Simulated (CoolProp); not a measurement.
Properties of propyne at several states.

Model: reference Helmholtz-energy equation of state, Polt 1992, in CoolProp. This equation is an older, rougher fit.

```
T (K)  p (kPa)  phase  isothermal compressibility (1/MPa)  expansivity (1/kK)
-----  -------  -----  ----------------------------------  ------------------
284.4       23    gas                               43.67               3.572
321.7      485    gas                               2.220               3.933
359.3       40    gas                               25.09               2.815
298.4     23.4    gas                               42.90               3.395
380.1     3240    gas                              0.5298               10.11
```
